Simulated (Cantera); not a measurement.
Charge: 1 mol SiH₂Cl₂, 3.3 mol NH₃, equilibrated at 1523.15 K and 0.100 bar.

Method: chemical equilibrium by Gibbs-energy minimisation in Cantera with the NASA 1993 tables (ideal gas, pure condensed phases). Candidate condensed phases: NH₄Cl, Si, Si₃N₄; 28 gas species. The tables' values for SiCl₃ are old estimates; treat these amounts as uncertain. Equilibrium is a limit: real reactors are often held back by kinetics, nucleation or transport.

Base state: H₂ 0.633, HCl 0.225, N₂ 0.131, SiCl₂ 0.00830, SiCl₃ 0.00159, SiCl₄ 0.000915, SiHCl₃ 0.000289, H 5.83e-5 (mole fractions); condensed: Si₃N₄(s).

**Question.** What changes in the equilibrium state with this change: SiH₂Cl₂ replaced by SiH₄?

**Answer.** 
| species | before | after |
|---|---|---|
| H₂ | 0.633 | 0.876 |
| N₂ | 0.131 | 0.124 |
| H | 5.83e-5 | 6.85e-5 |
| HCl | 0.225 | 0 |
| SiCl₂ | 0.00830 | 0 |
| SiCl₃ | 0.00159 | 0 |
| SiCl₄ | 0.000915 | 0 |
| SiHCl₃ | 0.000289 | 0 |
| Cl | 1.66e-5 | 0 |
| SiH₂Cl₂ | 1.47e-5 | 0 |
| Si₃N₄(s), mol | 0.304 | 0.333 |
